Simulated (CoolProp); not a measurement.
Saturated liquid density (kg/m³) of CH2F2 (R32): the reference equation beside estimates from Tc = 351.3 K, pc = 5.783 MPa, ω = 0.277.

The numbers come from the reference Helmholtz-energy equation of state, Tillner-Roth 1997 in CoolProp.

```json
[
 {"T (K)": "252.1", "reference": "1124", "van der Waals": "578.7", "Redlich-Kwong": "836.0", "Peng-Robinson": "990.9"},
 {"T (K)": "255.9", "reference": "1112", "van der Waals": "572.9", "Redlich-Kwong": "825.6", "Peng-Robinson": "980.0"},
 {"T (K)": "259.8", "reference": "1100", "van der Waals": "566.8", "Redlich-Kwong": "814.8", "Peng-Robinson": "968.3"},
 {"T (K)": "263.6", "reference": "1087", "van der Waals": "560.8", "Redlich-Kwong": "803.9", "Peng-Robinson": "956.6"},
 {"T (K)": "267.5", "reference": "1074", "van der Waals": "554.4", "Redlich-Kwong": "792.4", "Peng-Robinson": "944.2"},
 {"T (K)": "271.3", "reference": "1062", "van der Waals": "548.0", "Redlich-Kwong": "780.9", "Peng-Robinson": "931.6"},
 {"T (K)": "275.2", "reference": "1048", "van der Waals": "541.3", "Redlich-Kwong": "768.8", "Peng-Robinson": "918.2"},
 {"T (K)": "279", "reference": "1035", "van der Waals": "534.5", "Redlich-Kwong": "756.7", "Peng-Robinson": "904.6"},
 {"T (K)": "282.9", "reference": "1021", "van der Waals": "527.4", "Redlich-Kwong": "743.9", "Peng-Robinson": "890.1"}
]
```

Absolute difference from the reference over all 9 rows, mean and median: van der Waals 48.4 and 48.4 %, Redlich-Kwong 26.3 and 26.2 %, Peng-Robinson 12.2 and 12.1 %.
